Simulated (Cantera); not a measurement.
A freely propagating, adiabatic, planar premixed flame of CH₄ : C₂H₆ : C₃H₈ : O₂ : N₂ : CO₂ = 1 : 1 : 0.049 : 5.22 : 19.6 : 0.23 (molar parts), equivalence ratio 1.1, unburnt at 625 K and 250000 Pa; mixture-averaged transport, grid criteria slope 0.08 and curve 0.16, no radiation.

Detailed kinetics in Cantera: GRI-Mech 3.0 (53 species, 325 reactions). Burning velocities carry a grid error of a few per cent, more on coarse grids.

Question: Predict: laminar burning velocity; thermal thickness; peak x(HCN); peak x(OH).

Answer: 
```
Item                         Value
------------------------  --------
laminar burning velocity  117 cm/s
thermal thickness         0.140 mm
peak x(HCN)                9.14e-6
peak x(OH)                 0.00917
```
